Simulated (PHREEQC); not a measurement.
Dissolve 0.011 mol/kgw PbCl2, 0.00021 mol/kgw KNO3 and 0.0095 mol/kgw Cu(NO3)2 at 20 °C and 10 atm. It is in equilibrium with CO2 at log p = -1 (atm). Otherwise closed; pH follows from the charge balance.

Computed with PHREEQC (ion-association model, phreeqc.dat).

```
Item                    Result
--------------  --------------
pH                        4.00
ionic strength  0.0547 mol/kgw
density            1.003 g/cm³
```

```tsv
species	molality	activity	log γ
Cl-	0.0194	0.0157	-0.092
NO3-	0.0183	0.0147	-0.096
Cu+2	0.00928	0.00440	-0.324
Pb+2	0.00767	0.00343	-0.350
CO2	0.00382	0.00386	0.005
PbCl+	0.00231	0.00189	-0.088
PbNO3+	0.000914	0.000747	-0.088
```

No solid was allowed to form.
